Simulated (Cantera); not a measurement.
Charge: 1 mol FeS, 0.79 mol H2, held at 1200 °C.

Cantera equilibrium calculation (NASA polynomials, part measured and part estimated; ideal gas, pure solids and liquids). Candidate condensed phases: Fe, FeS, FeS2, S; 8 gas species. Metal and sulfide melt together well below either melting point, which pure phases cannot show. Mutual solubility and eutectic melting of coexisting phases are not modelled. FeS: taken at fixed stoichiometry. Kinetics and transport are ignored.

### Question
At 1.50 bar, list the 4 most abundant gas species with their mole fractions, and the condensed phases.

### Answer
H2 0.986, H2S 0.0140, SH 4.02e-5, H 1.03e-5. Condensed: Fe(γ) + FeS(l).
